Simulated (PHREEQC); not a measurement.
A solution holds 0.00017 mol H2S, 0.21 mol HCl and 5.2e-05 mol MnCl2 per kg of water, at 20 °C. Closed to the air; pH follows from the charge balance.

Equilibrium calculation in PHREEQC: ion-association model, wateq4f.dat.

Each row changes one thing in this solution. This is a speciation only: nothing precipitates in the calculation.

| case | pH | ionic strength (mol/kgw) | Mn+2 (mol/kgw) | MnCl+ (mol/kgw) | HS- (mol/kgw) | SI of MnS(Green) (MnS) |
|---|---|---|---|---|---|---|
| as made | 0.78 | 0.210 | 4.06e-5 | 1.09e-5 | 1.48e-10 | -17.96 |
| temperature from 20 to 40 °C | 0.78 | 0.210 | 4.09e-5 | 1.06e-5 | 2.60e-10 | -17.45 |
| diluted 2-fold with water | 1.06 | 0.105 | 2.22e-5 | 3.69e-6 | 1.29e-10 | ? |
| H2S replaced by NaHS at the same molality | 0.78 | 0.210 | 4.06e-5 | 1.09e-5 | 1.48e-10 | -17.96 |
| 0.0097 mol/kgw HF added | 0.78 | 0.210 | 4.06e-5 | 1.09e-5 | 1.48e-10 | -17.96 |
| diluted 100-fold with water | 2.70 | 0.00210 | 5.16e-7 | 3.63e-9 | 8.73e-11 | -17.63 |
| temperature from 20 to 80 °C | 0.79 | 0.210 | 4.17e-5 | 9.81e-6 | 4.65e-10 | -16.78 |
| HCl replaced by FeCl2 at the same molality | 4.62 | 0.584 | 3.73e-5 | 1.37e-5 | ? | -10.48 |
| HCl from 0.21 to 0.042 mol/kgw | 1.44 | 0.0421 | 4.78e-5 | ? | 5.63e-10 | ? |

Task: Complete the blanks.

Result: 
- diluted 2-fold with water, SI of MnS(Green) (MnS): -17.87
- HCl replaced by FeCl2 at the same molality, HS- (mol/kgw): 1.05e-6
- HCl from 0.21 to 0.042 mol/kgw, MnCl+ (mol/kgw): 4.10e-6
- HCl from 0.21 to 0.042 mol/kgw, SI of MnS(Green) (MnS): -16.38

Some of these states are supersaturated (in Mackinawite, FeS(ppt), for instance). Constants without temperature data keep their 25 °C values here. The polysulfide entries of wateq4f.dat were taken out for this run.
